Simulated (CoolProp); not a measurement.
A simple Rankine cycle with neopentane: condensing at 324.15 K, boiler at 1.5 MPa, turbine inlet 403.6 K, turbine efficiency 0.8, pump efficiency 0.6, no recuperator. Each further row changes one setting.

The numbers come from the reference Helmholtz-energy equation of state, Lemmon 2006 in CoolProp. It is a short technical equation, of lower accuracy than the large ones.

```tsv
case	thermal efficiency (%)	net work (kJ/kg)	heat in (kJ/kg)	turbine exit temperature (K)	volume ratio over the turbine
as stated	9.6	39.3	411	369.4	(withheld)
turbine inlet 423.6 K	(withheld)	43.1	461	391.3	4.48
condensing temperature 316.15 K	10.7	46.0	430	365.2	5.81
boiler pressure 1.05 MPa	7.5	31.9	426	380.3	3.02
turbine efficiency 0.7	8.3	(withheld)	411	372.0	4.70
```

**Question.** Complete the blanks.

**Answer.** 
- as stated, volume ratio over the turbine: 4.66
- turbine inlet 423.6 K, thermal efficiency (%): 9.3
- turbine efficiency 0.7, net work (kJ/kg): 34.0
